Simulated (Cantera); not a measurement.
A closed system holds: 1 mol PbO, 0.44 mol H₂, at 0.530 bar.

Equilibrium computed with Cantera from the NASA thermochemical tables; the gas is ideal and each condensed phase is pure. Candidate condensed phases: H₂O, Pb, PbO, PbO₂, Pb₃O₄; 12 gas species. Each liquid is taken as pure. Mutual solubility and eutectic melting of coexisting phases are not modelled. Gases not in the tables: (PbO)n polymers. The numbers say what is thermodynamically allowed, not how fast it happens. All values below are at 1375 K.

Base state: H₂O 0.984, Pb 0.0124, PbO 0.00290, H₂ 0.000654 (mole fractions); condensed: Pb(l) + PbO(l).

Problem. What changes in the equilibrium state with this change: PbO replaced by SiO₂?

Solution. 
```
species                before    after
-------------------  --------  -------
H₂                   0.000654    1.000
H₂O                     0.984  7.88e-6
Pb                     0.0124        0
PbO                   0.00290        0
Pb(l), mol              0.434        0
PbO(l), mol             0.559        0
SiO₂(β-quartz), mol         0    1.000
```
The tables hold silica as quartz up to 1696 K and as liquid above; real silica turns to tridymite and cristobalite and melts near 1996 K. Further candidate phases: Si, SiO₂.
